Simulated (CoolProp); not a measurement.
n-pentane at 298.15 K and 3.4 MPa flows at 0.68 m/s in a round tube of 2 mm bore and 45 µm roughness, fully developed (64/Re and Nu = 3.66 if laminar; Colebrook and Gnielinski if turbulent). Each further row changes one setting.

Values from CoolProp's reference Helmholtz-energy equation of state, Thol 2019.

```tsv
case	Reynolds number	Darcy friction factor	pressure drop (Pa/m)	heat-transfer coefficient (W/(m² K))	mass flow (kg/h)
as stated	4510	0.0580	4190	2160	4.81
velocity 1.36 m/s	9020	0.0547	15800	4740	9.62
diameter 4 mm	9020	0.0448	1620	2060	19.2
```

Viscosity comes from a separate model (Quiñones-Cisneros 2006), older than the equation that it now runs on, and unchecked against measurements. Thermal conductivity comes from a separate model (Vassiliou 2015).
